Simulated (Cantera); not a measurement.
An isothermal plug-flow reactor at 800 K and 683 Torr (inlet), inlet velocity 3.5 m/s, active area per volume 120 1/m; feed H2 : O2 : N2 = 0.013 : 0.01 : 0.79 (molar parts), equivalence ratio 0.65.

Model: Deutschmann's 1995 Pt surface mechanism with GRI-Mech 3.0 gas chemistry, integrated in Cantera. Catalytic surfaces can have several steady states; this one follows from the mechanism file's or the stated starting coverage. Mass transfer to the wall is taken as infinitely fast.

Problem. Predict: x(H2) at z = 0.026 m; x(O2) at z = 0.026 m; x(H2O) at z = 0.026 m; θ(free Pt) at the exit; θ(O*) at the exit; θ(OH*) at the exit.

Solution. 
```json
{
 "x(H2) at z = 0.026 m": "1.96e-5",
 "x(O2) at z = 0.026 m": "0.00435",
 "x(H2O) at z = 0.026 m": "0.0161",
 "θ(free Pt) at the exit": "0.119",
 "θ(O*) at the exit": "0.877",
 "θ(OH*) at the exit": "0.00417"
}
```
